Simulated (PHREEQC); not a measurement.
Synthetic water in mmol/kgw, 20 °C, pH 3.15, pe 8.1:

```csv
constituent,mmol/kgw
Na,7.71
K,3.46
Ca,3.17
Mg,0.564
Cl,2.83
S(6),8.6
Zn,0.28
F,0.0361
Br,0.00319
```

Cl is adjusted to close the charge balance.
Valence states are taken as typed.

Computed with PHREEQC (ion-association model, phreeqc.dat).

Each row changes one thing in this solution. Precipitation was switched off in this run.

| case | ionic strength (mol/kgw) | SO4-2 (mol/kgw) | Ca+2 (mol/kgw) | CaSO4 (mol/kgw) | Mg+2 (mol/kgw) | HSO4- (mol/kgw) | SI of Gypsum (CaSO4:2H2O) | SI of Fluorite (CaF2) |
|---|---|---|---|---|---|---|---|---|
| as made | 0.0275 | 0.00700 | 0.00233 | 0.000831 | 0.000393 | 0.000275 | -0.73 | -1.79 |
| temperature from 20 to 50 °C at the same typed pH | 0.0266 | 0.00656 | 0.00227 | 0.000892 | 0.000313 | 0.000511 | -0.75 | -2.36 |
| all concentrations times 2 at the same typed pH | 0.0516 | 0.0133 | 0.00426 | 0.00207 | 0.000706 | 0.000461 | -0.33 | -1.02 |

At this temperature some constants are extrapolated from 25 °C, and those without enthalpy data are left unchanged.
